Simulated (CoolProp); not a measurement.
Saturation properties of n-perfluoropentane.

Values from CoolProp's reference Helmholtz-energy equation of state, Gao 2022.

```csv
T (K),p (bar),enthalpy of vaporisation (kJ/kg),vapour Z
254.1,0.1126,103.6,0.9894
269,0.2460,99.87,0.9806
283.8,0.4840,95.96,0.9676
298.6,0.8779,91.79,0.9495
313.4,1.488,87.29,0.9256
328.2,2.384,82.37,0.8951
343,3.644,76.93,0.8569
357.8,5.354,70.77,0.8096
372.6,7.611,63.62,0.7509
387.5,10.55,54.84,0.6760
```

It boils at 302.5 K under 1 atm.
